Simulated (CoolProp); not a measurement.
Model: reference Helmholtz-energy equation of state, Gao 2016, in CoolProp.

For sulfur dioxide, give the phase and the density (kg/m³), cv (kJ/(kg K)), isothermal compressibility (1/MPa), fugacity coefficient at 110.55 °C and 2.42 MPa; 181.95 °C and 2.42 MPa.


- 110.55 °C and 2.42 MPa: gas; density 59.8, cv 0.656, isothermal compressibility 0.530, fugacity coefficient 0.842
- 181.95 °C and 2.42 MPa: gas; density 45.2, cv 0.613, isothermal compressibility 0.458, fugacity coefficient 0.914
